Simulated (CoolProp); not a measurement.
Vapour-liquid equilibrium of R134a (1) + R152A (2) at 1.96 MPa; x and y are mole fractions of (1).

Computed with CoolProp (multi-fluid Helmholtz-energy mixture model, Tillner-Roth 1994 and Outcalt 1996; pair parameters Lemmon 2004).

Give the bubble temperature and the first vapour's composition at x = 0.25, 0.45, 0.65. Is there an azeotrope?

x = 0.25: 70.8 °C, y = 0.260; x = 0.45: 69.9 °C, y = 0.467; x = 0.65: 68.8 °C, y = 0.668. No azeotrope shows between x = 0.05 and 0.95.

The pair parameters rest on a limited set of measurements; away from them the model extrapolates.
